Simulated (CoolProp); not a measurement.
Vapour-liquid equilibrium of n-butane (1) + cis-2-butene (2) at 205.9 K; x and y are mole fractions of (1).

The numbers come from the multi-fluid Helmholtz-energy mixture model, Bücker 2006 and Lemmon 2005; pair parameters Bell 2016 in CoolProp.

```tsv
x	bubble pressure, mixture model (kPa)	bubble pressure, Raoult's law (kPa)	y, mixture model	y, Raoult's law
0.05	2.250	2.223	0.079	0.068
0.15	2.373	2.307	0.215	0.196
0.25	2.479	2.391	0.331	0.316
0.35	2.573	2.475	0.435	0.427
0.45	2.656	2.559	0.530	0.531
0.55	2.732	2.643	0.621	0.629
0.65	2.803	2.727	0.708	0.720
0.75	2.869	2.811	0.793	0.806
0.85	2.932	2.895	0.877	0.887
0.95	2.992	2.979	0.959	0.963
```

The largest gap from Raoult's law is +4.0 % in bubble pressure, at x = 0.35. No azeotrope shows between x = 0.05 and 0.95.

Pair parameters are fitted to limited data, so mixtures are less certain than the pure fluids.
